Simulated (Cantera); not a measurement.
A Cantera script and what it prints.

```python
import numpy as np
import cantera as ct

gas_names = """
    H HNO HNO2 HNO3 HO2 H2 H2O H2O2 N NH NH2 NH3 NH2OH NO NO2 NO3 N2 N2H2 N2H4 N2O O OH O2 O3
""".split()
cond_names = """
    H2O(s) H2O(L)
""".split()


# ... load() reads the species with a 1 bar reference pressure and builds the phases ...
atoms = {
    'NH3': {'N': 1, 'H': 3},
    'O2': {'O': 2},
}
top_T = {}  # K; cautious upper limits of use, not melting points


# ... equilibrate(T, P, feed) seeds the gas with the atoms and calls Mixture.equilibrate('TP', solver="vcs", rtol=1e-11, max_steps=5000) ...
results = []
feed = {'NH3': 1, 'O2': 0.043}  # mol
P = 13332.2  # Pa
for T in [1473, 1573, 1673, 1773, 1873, 1973, 2073, 2173, 2273, 2373, 2473, 2573, 2673]:
    mix = equilibrate(T, P, feed)
    results.append((T, P, feed, dict(zip(mix.species_names, mix.species_moles))))

top = {s: max(r[3][s] / sum(r[3][g] for g in gas_names) for r in results) for s in gas_names}
cols = sorted((s for s in top if top[s] > 0.0001), key=lambda s: -top[s])[:7]
seen = [c for c in cond_names if any(r[3].get(c, 0) > 1e-12 for r in results)]
print("log10 of partial pressures in bar; condensed amounts in mol")
print(f"{'T/K':>10s}" + "".join(f"{s[:9]:>10s}" for s in cols + seen))
for T, P, feed, n in results:
    ng = sum(n[g] for g in gas_names)
    print(f"{T:10.4g}" + "".join(f"{np.log10(max(n[s] / ng * P / 1e5, 1e-99)):10.3f}" for s in cols)
          + "".join(f"{n.get(c, 0):10.4g}" for c in seen))
```

It prints:

```
log10 of partial pressures in bar; condensed amounts in mol
       T/K        H2        N2         H       H2O        OH         O
      1473    -1.026    -1.477    -5.411    -2.242    -8.211   -12.653
      1573    -1.026    -1.477    -4.904    -2.242    -7.562   -11.516
      1673    -1.026    -1.477    -4.456    -2.242    -6.990   -10.513
      1773    -1.026    -1.477    -4.059    -2.242    -6.482    -9.623
      1873    -1.026    -1.477    -3.703    -2.242    -6.029    -8.827
      1973    -1.027    -1.478    -3.384    -2.242    -5.621    -8.111
      2073    -1.029    -1.478    -3.094    -2.243    -5.253    -7.463
      2173    -1.031    -1.480    -2.832    -2.245    -4.919    -6.874
      2273    -1.036    -1.481    -2.594    -2.248    -4.615    -6.336
      2373    -1.043    -1.484    -2.376    -2.252    -4.337    -5.842
      2473    -1.053    -1.488    -2.178    -2.260    -4.082    -5.388
      2573    -1.067    -1.494    -1.998    -2.271    -3.850    -4.968
      2673    -1.087    -1.502    -1.834    -2.289    -3.639    -4.579
```

Equilibrium computed with Cantera from the NASA thermochemical tables; the gas is ideal and each condensed phase is pure.
